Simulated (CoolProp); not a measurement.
Hydrogen chloride along the isobar 6430 kPa: Z from the reference equation and from simpler models built on Tc = 51.5 °C, pc = 8314 kPa, ω = 0.130; each cubic takes its own stable root.

Model: reference Helmholtz-energy equation of state, Thol 2018, in CoolProp.

```csv
T (°C),phase,reference
-62.95,liquid,0.1178
-54.45,liquid,0.1155
-45.95,liquid,0.1135
-37.45,liquid,0.1118
-28.95,liquid,0.1105
-20.45,liquid,0.1096
-11.85,liquid,0.1090
-3.35,liquid,0.1089
5.15,liquid,0.1094
13.65,liquid,0.1106
22.15,liquid,0.1129
30.65,liquid,0.1173
```

Question: How far does each simpler model (van der Waals, Soave-Redlich-Kwong) lie from the reference over these 12 states: mean and median of the absolute difference, and the worst?

Answer: 
- van der Waals: mean 67.4 %, median 66.7 %, worst +72.3 % at 30.65 °C and 6430 kPa
- Soave-Redlich-Kwong: mean 17.2 %, median 16.0 %, worst +25.0 % at 30.65 °C and 6430 kPa
